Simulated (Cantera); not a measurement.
A Cantera script and what it prints.

```python
import numpy as np
import cantera as ct

gas_names = """
    Hg N NO NO2 NO3 N2 N2O O O2 O3
""".split()
cond_names = """
    Hg(cr) Hg(L) HgO(s)
""".split()


def load(file, names, dense=False):
    # The tables refer to 1 bar. Condensed volumes are neglected.
    table = {s.name: s for s in ct.Species.list_from_file(file)}
    out = []
    for n in names:
        d = dict(table[n].input_data)
        d["thermo"] = dict(d["thermo"], **{"reference-pressure": 1e5})
        if dense:
            d["equation-of-state"] = {"model": "constant-volume", "density": "1e6 g/cm^3"}
        out.append(ct.Species.from_dict(d))
    return out


gas = ct.Solution(thermo="ideal-gas", species=load("nasa_gas.yaml", gas_names))
cond = {s.name: ct.Solution(thermo="fixed-stoichiometry", species=[s], name=s.name)
        for s in load("nasa_condensed.yaml", cond_names, dense=True)}
atoms = {
    'HgO': {'Hg': 1, 'O': 1},
    'O2': {'O': 2},
    'N2': {'N': 2},
}
top_T = {}  # K; cautious upper limits of use, not melting points


def equilibrate(T, P, feed):
    n = {}
    for name, mol in feed.items():
        for a, k in atoms[name].items():
            n[a] = n.get(a, 0.0) + k * mol
    gas.TPX = T, P, n
    mass = sum(n.values()) * gas.mean_molecular_weight
    gas.equilibrate("TP")
    valid = [c for c in cond.values() if c.min_temp <= T <= top_T.get(c.name, c.max_temp)]
    mix = ct.Mixture([(gas, mass / gas.mean_molecular_weight)] + [(c, 0.0) for c in valid])
    mix.T, mix.P = T, P
    mix.equilibrate("TP", solver="vcs", rtol=1e-11, max_steps=5000)
    return mix


results = []
feed = {'HgO': 1, 'O2': 1.2, 'N2': 5.8}  # mol
T = 875  # K
P = 1000  # Pa
mix = equilibrate(T, P, feed)
results.append((T, P, feed, dict(zip(mix.species_names, mix.species_moles))))
print(gas.report(threshold=1e-05))
for i in range(1, mix.n_phases):
    print(f"{mix.phase(i).name:16s} {mix.phase_moles(i):12.5e} mol")
```

Result:

```
       temperature   875 K
          pressure   1000 Pa
           density   0.0067509 kg/m^3
  mean mol. weight   49.114 kg/kmol
   phase of matter   gas

                          1 kg             1 kmol
                     ---------------   ---------------
          enthalpy        4.9268e+05        2.4198e+07  J
   internal energy        3.4455e+05        1.6922e+07  J
           entropy            5476.9        2.6899e+05  J/K
    Gibbs function       -4.2996e+06       -2.1117e+08  J
 heat capacity c_p            633.09             31094  J/K
 heat capacity c_v             463.8             22779  J/K

                      mass frac. Y      mole frac. X     chem. pot. / RT
                     ---------------   ---------------   ---------------
                Hg           0.48049           0.11765           -20.396
                N2            0.3892           0.68235           -29.517
                O2            0.1303               0.2           -32.429
     [   +7 minor]        3.6881e-06        5.9917e-06

Hg(L)             0.00000e+00 mol
HgO(s)            0.00000e+00 mol
```

Cantera equilibrium calculation (NASA polynomials, part measured and part estimated; ideal gas, pure solids and liquids).
